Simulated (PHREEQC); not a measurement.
Make-up at 25 °C: 0.0013 mol/kgw CuCl2, 0.064 mol/kgw HNO3 and 0.0039 mol/kgw H3BO3. Closed to the air; pH follows from the charge balance.

All values are PHREEQC results (ion-association model, wateq4f.dat), not measurements.

No solid was allowed to form.

**Question.** Estimate the pH.

**Answer.** pH 1.27.

Complexes and solids missing from the database can't appear.
